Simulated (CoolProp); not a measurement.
Neopentane at 363.22 K and 3.62 MPa is throttled through a valve to 2.31 MPa with no heat exchange. Each further row changes one setting.

Model: reference Helmholtz-energy equation of state, Lemmon 2006, in CoolProp. It is a short technical equation, of lower accuracy than the large ones.

```tsv
case	temperature change (K)	final phase	final density (kg/m³)
as stated	-0.0	liquid	?
outlet pressure 0.693 MPa	?	?	121
outlet pressure 3 MPa	-0.0	liquid	?
```

Question: Fill in the missing entries.

Answer: 
- as stated, final density (kg/m³): 507
- outlet pressure 0.693 MPa, temperature change (K): -12.8
- outlet pressure 0.693 MPa, final phase: two-phase, vapour fraction 0.136
- outlet pressure 3 MPa, final density (kg/m³): 510
